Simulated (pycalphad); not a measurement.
Source of the numbers: pycalphad with the COST 507 light-alloy database (1999); pressure 1 atm. The data set is of 1999 and partly superseded. Amounts are mole fractions of atoms. Kinetics are ignored, which matters at the lower temperatures.

### Question
Give the equilibrium state of Ti-0.8321Si (wt.%) at 520 K.

### Answer
HCP_A3, fraction 0.953, with 0.14 Si wt.%; SITI3, fraction 0.047, with 16.4 Si wt.%.

### Question
Give the equilibrium state of Ti-0.8321Si (wt.%) at 1800 K.

### Answer
BCC_A2, fraction 0.951, with 0.65 Si wt.%; LIQUID, fraction 0.049, with 4.5 Si wt.%.

Database names, with the compositions (at.%) that they take in these runs: SITI3: Ti 75 Si 25. BCC_A2 is bcc; HCP_A3 is hcp.
